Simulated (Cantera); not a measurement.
An isothermal, constant-pressure homogeneous reactor starts with H2 : O2 : N2 = 0.2 : 1 : 1.5 (molar parts), equivalence ratio 0.10, at 1298 K and 1330 Pa.

Model: GRI-Mech 3.0 (53 species, 325 reactions), integrated in Cantera. Radical loss at walls, strong at low pressure, is not modelled. The temperature is held fixed by assumption; the heat of reaction is taken as removed at once.

x: mole fraction; the columns are a selection and need not sum to one.

```tsv
t (s)	x H2	x O2	x OH	x N2O	x HO2
5.00e-6	0.0741	0.370	2.22e-11	<1e-12	6.98e-10
1.35e-5	0.0741	0.370	1.49e-10	<1e-12	1.88e-9
3.64e-5	0.0741	0.370	8.99e-10	<1e-12	5.08e-9
9.81e-5	0.0741	0.370	4.85e-9	<1e-12	1.37e-8
0.000265	0.0741	0.370	3.54e-8	<1e-12	3.70e-8
0.000714	0.0741	0.370	1.69e-6	<1e-12	1.05e-7
0.00193	0.0294	0.343	0.00697	2.45e-10	1.68e-6
0.00519	0.00304	0.323	0.00517	3.63e-9	1.78e-6
0.0140	0.00273	0.326	0.00493	4.25e-9	1.79e-6
0.0378	___	0.332	___	___	1.77e-6
0.102	0.000912	0.340	0.00290	7.06e-9	1.52e-6
0.275	0.000198	0.345	0.00136	1.14e-8	8.35e-7
0.741	3.01e-5	0.346	0.000531	1.61e-8	2.47e-7
2.00	___	0.346	___	___	___
```

**Question.** What belongs in the gaps?

**Answer.** 
- 0.0378, x H2: 0.00202
- 0.0378, x OH: 0.00427
- 0.0378, x N2O: 4.99e-9
- 2.00, x H2: 5.27e-6
- 2.00, x OH: 0.000223
- 2.00, x N2O: 1.86e-8
- 2.00, x HO2: 5.98e-8
